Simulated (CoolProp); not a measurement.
Vapour-liquid equilibrium of n-pentane (1) + the fluoroketone C6F12O (FK-5-1-12) (2) at 396.9 K; x and y are mole fractions of (1).

Values from CoolProp's multi-fluid Helmholtz-energy mixture model, Thol 2019 and McLinden 2015; pair parameters Bell 2016.

Problem. Give the bubble pressure and the first vapour's composition at x = 0.125, 0.275, 0.95. Is there an azeotrope?

Solution. x = 0.125: 9.227 bar, y = 0.219; x = 0.275: 10.72 bar, y = 0.398; x = 0.95: 10.62 bar, y = 0.897. y crosses x between x = 0.575 and 0.65: the model has an azeotrope there.

Pair parameters are fitted to limited data, so mixtures are less certain than the pure fluids.
